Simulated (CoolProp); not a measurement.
The numbers come from the reference Helmholtz-energy equation of state, Span 2000 in CoolProp.

### Question
Give the vapour pressure (MPa), enthalpy of vaporisation (kJ/kg), vapour Z, surface tension (mN/m) of saturated nitrogen at 73.6, 91.1, 101.5 K.

### Answer
| T (K) | p (MPa) | enthalpy of vaporisation (kJ/kg) | vapour Z | surface tension (mN/m) |
|---|---|---|---|---|
| 73.6 | 0.0635 | 204 | 0.969 | 9.74 |
| 91.1 | 0.396 | 179 | 0.888 | 5.88 |
| 101.5 | 0.862 | 158 | 0.807 | 3.80 |

Surface tension comes from a separate correlation (Mulero 2012).
